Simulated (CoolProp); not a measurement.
The numbers come from the reference Helmholtz-energy equation of state, Wagner 2002 in CoolProp.

### Question
For water, give the phase and the isothermal compressibility (1/MPa), conductivity (mW/(m K)) at 359.3 K and 7.73 MPa; 477.8 K and 22 MPa.

### Answer
- 359.3 K and 7.73 MPa: liquid; isothermal compressibility 0.000458, conductivity 675
- 477.8 K and 22 MPa: liquid; isothermal compressibility 0.000795, conductivity 674

Thermal conductivity comes from a separate model (Huber 2012).
